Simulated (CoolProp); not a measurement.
Vapour-liquid equilibrium of carbon dioxide (1) + 1-butene (2) at 277.7 K; x and y are mole fractions of (1).

Values from CoolProp's multi-fluid Helmholtz-energy mixture model, Span 1996 and Lemmon 2005; pair parameters Bell 2016.

Q: Give the bubble pressure and the first vapour's composition at x = 0.35, 0.425, 0.8. Is there an azeotrope?

A: x = 0.35: 16.08 bar, y = 0.910; x = 0.425: 18.77 bar, y = 0.925; x = 0.8: 30.64 bar, y = 0.969. No azeotrope shows between x = 0.05 and 0.95.

The pair parameters rest on a limited set of measurements; away from them the model extrapolates. The gap from Raoult's law changes sign with composition, which may be real or a fault of the pair parameters; it wasn't checked against measurements.
